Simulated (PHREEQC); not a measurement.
# Hard or scaling water

Solution (29 °C): 0.0077 mol/kgw CaSO4, 5.9e-05 mol/kgw Na2HPO4 and 0.074 mol/kgw KCl. Closed to the air; pH follows from the charge balance.

All values are PHREEQC results (ion-association model, wateq4f.dat), not measurements.

Precipitation was switched off in this run.

Task: Estimate the pH, ionic strength.

Result: pH 7.76; ionic strength 0.0984 mol/kgw.

Task: In which forms is P present?

Result: HPO4-2 54 %, CaHPO4 30 %, H2PO4- 7.0 %, CaPO4- 5.8 %, KHPO4- 2.8 % of the P.

Saturation is exceeded, for instance for Hydroxyapatite; the values hold only as long as no solid forms. Complexes and solids missing from the database can't appear. H3PO4, which wateq4f.dat lacks, is added to it with the constant of phreeqc.dat.
